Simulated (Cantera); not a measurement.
## Reactions in the system H-Li-N-O

Standard-state values (1 bar) from the NASA 1993 polynomials, evaluated with Cantera. Values are per mole of reaction as written; species without (g) are pure solids or liquids, kept so even where they would boil at 1 bar.

4 Li₂O + NH₃(g) ⇌ 5 Li + 3 LiOH + NO(g)

```json
[
 {"T (K)": "900", "ΔH° (kJ)": "1185.0", "ΔS° (J/K)": "312.5", "ΔG° (kJ)": "903.7", "log10 K": "-52.45"},
 {"T (K)": "975", "ΔH° (kJ)": "1188.5", "ΔS° (J/K)": "316.3", "ΔG° (kJ)": "880.1", "log10 K": "-47.15"},
 {"T (K)": "1050", "ΔH° (kJ)": "1189.9", "ΔS° (J/K)": "319.3", "ΔG° (kJ)": "854.6", "log10 K": "-42.51"},
 {"T (K)": "1125", "ΔH° (kJ)": "1191.9", "ΔS° (J/K)": "321.1", "ΔG° (kJ)": "830.6", "log10 K": "-38.56"},
 {"T (K)": "1200", "ΔH° (kJ)": "1193.3", "ΔS° (J/K)": "322.3", "ΔG° (kJ)": "806.5", "log10 K": "-35.10"},
 {"T (K)": "1275", "ΔH° (kJ)": "1194.1", "ΔS° (J/K)": "323.0", "ΔG° (kJ)": "782.3", "log10 K": "-32.05"}
]
```
